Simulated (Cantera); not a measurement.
## Premixed flame

A freely propagating, adiabatic, planar premixed flame of CH4 : O2 : N2 = 1 : 2 : 6.8 (molar parts), equivalence ratio 1.0, unburnt at 475 K and 3750 Torr; mixture-averaged transport, grid criteria slope 0.08 and curve 0.16, no radiation.

Model: GRI-Mech 3.0 (53 species, 325 reactions), integrated in Cantera. Burning velocities carry a grid error of a few per cent, more on coarse grids.

```json
[
 {"z (mm)": "-0.301", "T (K)": "475", "u (m/s)": "0.563", "x CH4": "0.102", "x O2": "0.204", "x N2O": "<1e-8", "x HCN": "<1e-8", "x CH2CO": "<1e-8", "x H2O": "5.38e-5"},
 {"z (mm)": "-0.201", "T (K)": "479", "u (m/s)": "0.569", "x CH4": "0.101", "x O2": "0.203", "x N2O": "<1e-8", "x HCN": "<1e-8", "x CH2CO": "4.94e-8", "x H2O": "0.000734"},
 {"z (mm)": "-0.151", "T (K)": "493", "u (m/s)": "0.586", "x CH4": "0.100", "x O2": "0.202", "x N2O": "<1e-8", "x HCN": "1.17e-8", "x CH2CO": "3.22e-7", "x H2O": "0.00280"},
 {"z (mm)": "-0.100", "T (K)": "578", "u (m/s)": "0.692", "x CH4": "0.0943", "x O2": "0.195", "x N2O": "<1e-8", "x HCN": "1.13e-7", "x CH2CO": "4.10e-6", "x H2O": "0.0144"},
 {"z (mm)": "-0.0502", "T (K)": "1048", "u (m/s)": "1.27", "x CH4": "0.0641", "x O2": "0.154", "x N2O": "5.25e-8", "x HCN": "1.17e-6", "x CH2CO": "6.39e-5", "x H2O": "0.0681"},
 {"z (mm)": "-0.0251", "T (K)": "1502", "u (m/s)": "1.84", "x CH4": "0.0338", "x O2": "0.107", "x N2O": "1.30e-7", "x HCN": "2.74e-6", "x CH2CO": "0.000173", "x H2O": "0.116"},
 {"z (mm)": "0", "T (K)": "1927", "u (m/s)": "2.37", "x CH4": "0.00673", "x O2": "0.0560", "x N2O": "2.51e-7", "x HCN": "5.16e-6", "x CH2CO": "0.000155", "x H2O": "0.160"},
 {"z (mm)": "0.0251", "T (K)": "2106", "u (m/s)": "2.58", "x CH4": "0.000301", "x O2": "0.0293", "x N2O": "3.85e-7", "x HCN": "3.84e-6", "x CH2CO": "1.59e-5", "x H2O": "0.177"},
 {"z (mm)": "0.0502", "T (K)": "2176", "u (m/s)": "2.65", "x CH4": "6.78e-6", "x O2": "0.0210", "x N2O": "4.61e-7", "x HCN": "1.22e-6", "x CH2CO": "4.95e-7", "x H2O": "0.180"},
 {"z (mm)": "0.100", "T (K)": "2257", "u (m/s)": "2.73", "x CH4": "<1e-8", "x O2": "0.0160", "x N2O": "4.80e-7", "x HCN": "1.14e-7", "x CH2CO": "<1e-8", "x H2O": "0.184"},
 {"z (mm)": "0.201", "T (K)": "2335", "u (m/s)": "2.81", "x CH4": "<1e-8", "x O2": "0.0123", "x N2O": "4.63e-7", "x HCN": "<1e-8", "x CH2CO": "<1e-8", "x H2O": "0.189"},
 {"z (mm)": "0.402", "T (K)": "2393", "u (m/s)": "2.87", "x CH4": "<1e-8", "x O2": "0.00952", "x N2O": "4.26e-7", "x HCN": "<1e-8", "x CH2CO": "<1e-8", "x H2O": "0.193"},
 {"z (mm)": "0.803", "T (K)": "2424", "u (m/s)": "2.90", "x CH4": "<1e-8", "x O2": "0.00791", "x N2O": "3.89e-7", "x HCN": "<1e-8", "x CH2CO": "<1e-8", "x H2O": "0.195"}
]
```
x: mole fraction of selected species; z is measured from the peak of heat release.

```
Property                     Result
------------------------  ---------
laminar burning velocity  56.3 cm/s
thermal thickness          0.100 mm
peak x(HCN)                 5.45e-6
peak x(CH2CO)              0.000209
grid points                     143
```
